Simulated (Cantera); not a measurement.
## Adiabatic ignition

An adiabatic, constant-pressure homogeneous reactor starts with 9.17 % C3H8, 19.1 % O2, 71.8 % N2, equivalence ratio 2.4, at 1073 K and 1500000 Pa.

Computed with Cantera and GRI-Mech 3.0 (53 species, 325 reactions). GRI-Mech 3.0 was tuned for natural gas; its chemistry of propane as a main component is partial and can be far from experiment. The pressure lies above the range GRI-Mech 3.0 was tuned for (to about 10 atm).

```
t (s)     T (K)    x C3H8      x O2    x HCN     x H2O      x H2    x C2H6
--------  -----  --------  --------  -------  --------  --------  --------
3.00e-6    1073    0.0917     0.191   <1e-12  4.34e-10  3.01e-10  3.20e-12
1.03e-5    1073    0.0917     0.191   <1e-12   5.98e-9   1.44e-9  1.55e-10
3.54e-5    1073    0.0917     0.191   <1e-12   1.04e-7   1.36e-8   8.83e-9
0.000122   1073    0.0916     0.191   <1e-12   1.83e-6   2.27e-7   5.00e-7
0.000418   1073    0.0916     0.191   <1e-12   1.59e-5   1.79e-6   7.03e-6
0.00144    1073    0.0912     0.190   <1e-12   8.30e-5   8.91e-6   3.78e-5
0.00493    1072    0.0896     0.190   <1e-12  0.000455   5.48e-5  0.000187
0.0169     2056  1.91e-10   2.29e-9  1.33e-5    0.0837     0.177   8.72e-7
0.0582     2023    <1e-12  8.13e-10  9.29e-6    0.0653     0.204  1.35e-10
0.200      2023    <1e-12  8.10e-10  9.01e-6    0.0652     0.204    <1e-12
```
x: mole fraction; the columns are a selection and need not sum to one.

| Property | Result |
|---|---|
| time of steepest temperature rise | 13.8 ms |
| temperature at 0.200 s | 2023 K |
| equilibrium temperature | 2023 K |
| x(C3H8) at 0.200 s | <1e-12 (gas-phase equilibrium <1e-12) |
| x(O2) at 0.200 s | 8.10e-10 (gas-phase equilibrium 8.10e-10) |
| x(HCN) at 0.200 s | 9.01e-6 (gas-phase equilibrium 6.41e-6) |
